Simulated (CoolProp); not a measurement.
A closed Brayton cycle with carbon dioxide: compressor inlet 318.15 K and 10 MPa, high pressure 28.2 MPa, turbine inlet 735 K, compressor efficiency 0.85, turbine efficiency 0.93, recuperator effectiveness 0.95 (on enthalpy, no pinch check). Each further row changes one setting.

Model: reference Helmholtz-energy equation of state, Span 1996, in CoolProp.

| case | thermal efficiency (%) | net work (kJ/kg) | compressor to turbine work | compressor exit (K) | turbine exit (K) |
|---|---|---|---|---|---|
| as stated | (withheld) | 86.8 | 0.29 | 367.6 | 614.8 |
| turbine inlet 685 K | 32.4 | (withheld) | 0.32 | 367.6 | (withheld) |
| compressor inlet 328.15 K | (withheld) | (withheld) | 0.40 | 403.3 | 614.8 |
| high pressure 24 MPa | 33.8 | 76.8 | 0.27 | 359.4 | (withheld) |
| recuperator effectiveness 0.5 | (withheld) | 86.8 | 0.29 | 367.6 | 614.8 |

Problem. Complete the blanks.

Solution. 
- as stated, thermal efficiency (%): 34.8
- turbine inlet 685 K, net work (kJ/kg): 76.4
- turbine inlet 685 K, turbine exit (K): 569.3
- compressor inlet 328.15 K, thermal efficiency (%): 32.8
- compressor inlet 328.15 K, net work (kJ/kg): 73.9
- high pressure 24 MPa, turbine exit (K): 633.0
- recuperator effectiveness 0.5, thermal efficiency (%): 22.6
